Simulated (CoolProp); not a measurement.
R245ca at several states: density (kg/m³) from the reference equation and from simpler models built on Tc = 174.4 °C, pc = 3941 kPa, ω = 0.355; each cubic takes its own stable root.

Values from CoolProp's reference Helmholtz-energy equation of state, Zhou 2016.

```csv
T (°C),p (kPa),phase,reference
47.55,1420,liquid,1333
130.85,23.4,gas,0.9366
122.05,2410,liquid,1099
56.55,1320,liquid,1308
```

### Question
How far does each simpler model (van der Waals, Redlich-Kwong, Soave-Redlich-Kwong, Peng-Robinson) lie from the reference over these 4 states: mean and median of the absolute difference, and the worst?

### Answer
- van der Waals: mean 30.1 %, median 39.8 %, worst -40.8 % at 122.05 °C and 2410 kPa
- Redlich-Kwong: mean 11.1 %, median 13.1 %, worst -18.2 % at 122.05 °C and 2410 kPa
- Soave-Redlich-Kwong: mean 7.0 %, median 7.9 %, worst -12.1 % at 122.05 °C and 2410 kPa
- Peng-Robinson: mean 2.2 %, median 2.3 %, worst +4.4 % at 47.55 °C and 1420 kPa
